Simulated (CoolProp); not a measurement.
Benzene at 298.15 K and 0.0107 MPa flows at 0.13 m/s in a round tube of 10 mm bore and 15 µm roughness, fully developed (64/Re and Nu = 3.66 if laminar; Colebrook and Gnielinski if turbulent). Each further row changes one setting.

Model: reference Helmholtz-energy equation of state, Thol 2012, in CoolProp.

```json
[
 {"case": "as stated", "Reynolds number": "58.3", "Darcy friction factor": "1.10", "pressure drop (Pa/m)": "0.315", "heat-transfer coefficient (W/(m² K))": "3.86", "mass flow (kg/h)": "0.0125"},
 {"case": "velocity 0.26 m/s", "Reynolds number": "117", "Darcy friction factor": "0.549", "pressure drop (Pa/m)": "0.629", "heat-transfer coefficient (W/(m² K))": "3.86", "mass flow (kg/h)": "0.0249"},
 {"case": "diameter 20 mm", "Reynolds number": "117", "Darcy friction factor": "0.549", "pressure drop (Pa/m)": "0.0786", "heat-transfer coefficient (W/(m² K))": "1.93", "mass flow (kg/h)": "0.0499"}
]
```

Viscosity comes from a separate model (Avgeri 2014). Thermal conductivity comes from a separate model (Assael 2012).
